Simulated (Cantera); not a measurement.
A Cantera script and its output.

```python
import numpy as np
import cantera as ct

gas = ct.Solution("gri30.yaml")
gas.TPX = 1775, 13000, {'NO': 1, 'N2': 0.56, 'H2O': 0.0035}
reactor = ct.IdealGasConstPressureReactor(gas, energy="off", clone=False)
net = ct.ReactorNet([reactor])
net.rtol, net.atol = 1e-08, 1e-18
show = ['NO', 'NO2', 'O2', 'O', 'N2O', 'N2']
times = np.geomspace(0.0001, 20, 12)

steps = ct.SolutionArray(gas, extra=["t"])
rows = []
print(f"{'t/s':>10s}{'T/K':>9s}{'P/Pa':>11s}" + "".join(f"{s:>11s}" for s in show))
for t in times:
    while net.time < t:
        t_next = net.step()
        steps.append(gas.state, t=t_next)
    rows.append([np.interp(t, steps.t, y) for y in (steps.T, steps.P, *steps(*show).X.T)])
    print(f"{t:10.3e}{rows[-1][0]:9.1f}{rows[-1][1]:11.4g}" + "".join(f"{x:11.3e}" for x in rows[-1][2:]))
rate = np.gradient(steps.T, steps.t)
print("integrator steps:", len(steps.t))
if steps.T.max() > steps.T[0] + 200:
    print(f"time of steepest temperature rise: {steps.t[rate.argmax()]:.4e} s")
gas.TPX = 1775, 13000, {'NO': 1, 'N2': 0.56, 'H2O': 0.0035}
gas.equilibrate("TP")
print(f"equilibrium (TP): T = {gas.T:.1f} K  " + "  ".join(f"{s} {gas[s].X[0]:.3e}" for s in show))
```

Result:

```
       t/s      T/K       P/Pa         NO        NO2         O2          O        N2O         N2
 1.000e-04   1775.0    1.3e+04  6.396e-01  6.423e-08  1.726e-09  8.904e-07  9.776e-07  3.582e-01
 3.033e-04   1775.0    1.3e+04  6.396e-01  5.211e-07  1.514e-08  2.253e-06  2.947e-06  3.582e-01
 9.201e-04   1775.0    1.3e+04  6.396e-01  3.452e-06  1.468e-07  4.408e-06  8.775e-06  3.582e-01
 2.791e-03   1775.0    1.3e+04  6.395e-01  1.540e-05  1.827e-06  6.944e-06  2.512e-05  3.582e-01
 8.465e-03   1775.0    1.3e+04  6.394e-01  3.728e-05  2.512e-05  1.186e-05  6.368e-05  3.582e-01
 2.568e-02   1775.0    1.3e+04  6.390e-01  4.791e-05  1.694e-04  1.534e-05  1.194e-04  3.583e-01
 7.789e-02   1775.0    1.3e+04  6.379e-01  6.022e-05  6.968e-04  1.832e-05  1.443e-04  3.589e-01
 2.363e-01   1775.0    1.3e+04  6.346e-01  8.199e-05  2.349e-03  2.286e-05  1.453e-04  3.605e-01
 7.166e-01   1775.0    1.3e+04  6.245e-01  1.222e-04  7.359e-03  3.136e-05  1.415e-04  3.656e-01
 2.174e+00   1775.0    1.3e+04  5.947e-01  1.880e-04  2.218e-02  4.649e-05  1.272e-04  3.805e-01
 6.594e+00   1775.0    1.3e+04  5.144e-01  2.658e-04  6.227e-02  7.138e-05  9.261e-05  4.206e-01
 2.000e+01   1775.0    1.3e+04  3.455e-01  2.734e-04  1.467e-01  1.049e-04  4.012e-05  5.051e-01
integrator steps: 1142
equilibrium (TP): T = 1775.0 K  NO 4.360e-03  NO2 5.103e-06  O2 3.175e-01  O 1.505e-04  N2O 8.398e-08  N2 6.757e-01
```

Model: GRI-Mech 3.0 (53 species, 325 reactions), integrated in Cantera.
